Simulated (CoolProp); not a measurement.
Vapour-liquid equilibrium of methanol (1) + isohexane (2) at 81.75 °C; x and y are mole fractions of (1).

Values from CoolProp's multi-fluid Helmholtz-energy mixture model, de Reuck 1993 and Lemmon 2006; pair parameters Bell 2016.

| x | bubble pressure, mixture model (kPa) | bubble pressure, Raoult's law (kPa) | y, mixture model | y, Raoult's law |
|---|---|---|---|---|
| 0.05 | (withheld) | 191.8 | (withheld) | 0.050 |
| 0.2 | (withheld) | 192.0 | (withheld) | 0.201 |
| 0.35 | 321.5 | 192.1 | 0.485 | 0.351 |
| 0.5 | (withheld) | 192.2 | (withheld) | 0.501 |
| 0.65 | 322.5 | 192.4 | 0.512 | 0.651 |
| 0.8 | 309.6 | 192.5 | 0.556 | 0.801 |
| 0.95 | 241.9 | 192.6 | (withheld) | 0.950 |

### Question
Fill in the missing entries.

### Answer

- 0.05, bubble pressure, mixture model (kPa): 238.4
- 0.05, y, mixture model: 0.209
- 0.2, bubble pressure, mixture model (kPa): 304.8
- 0.2, y, mixture model: 0.426
- 0.5, bubble pressure, mixture model (kPa): 323.6
- 0.5, y, mixture model: 0.502
- 0.95, y, mixture model: 0.773

The largest gap from Raoult's law is +68.4 % in bubble pressure, at x = 0.5. y crosses x between x = 0.5 and 0.65: the model has an azeotrope there.

Pair parameters are fitted to limited data, so mixtures are less certain than the pure fluids. With so large a gap from Raoult's law the liquid may split in two, which this calculation doesn't test in full.
